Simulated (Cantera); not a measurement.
Charge: 1 mol SiH₄, 0.011 mol C₂H₂, 30 mol H₂, equilibrated at 1.33 mbar.

Method: chemical equilibrium by Gibbs-energy minimisation in Cantera with the NASA 1993 tables (ideal gas, pure condensed phases). Candidate condensed phases: C, C₆H₆, C₇H₈, C₈H₁₈, Si, SiC; 87 gas species. Mutual solubility and eutectic melting of coexisting phases are not modelled. Gases not in the tables: Si₂H₆ and higher silanes. The numbers say what is thermodynamically allowed, not how fast it happens.

Q: Which condensed phases are stable at each of these points (T (K)): 1200, 1275, 1350, 1425, 1500, 1575, 1650, 1725, 1800, 1875, 1950, 2025, 2100?

A: 
| T (K) | condensed phases | Si condensed (%) |
|---|---|---|
| 1200 | Si(s) + SiC(s) | 100.0 |
| 1275 | Si(s) + SiC(s) | 100.0 |
| 1350 | Si(s) + SiC(s) | 100.0 |
| 1425 | Si(s) + SiC(s) | 100.0 |
| 1500 | Si(s) + SiC(s) | 100.0 |
| 1575 | Si(s) + SiC(s) | 99.8 |
| 1650 | Si(s) + SiC(s) | 99.3 |
| 1725 | Si(l) + SiC(s) | 97.3 |
| 1800 | Si(l) + SiC(s) | 91.6 |
| 1875 | Si(l) + SiC(s) | 75.9 |
| 1950 | Si(l) + SiC(s) | 34.9 |
| 2025 | gas only | 0.0 |
| 2100 | gas only | 0.0 |

From 1200 K to 1650 K the condensed part is Si(s) + SiC(s). From 1725 K to 1950 K the condensed part is Si(l) + SiC(s). From 2025 K to 2100 K nothing is condensed.
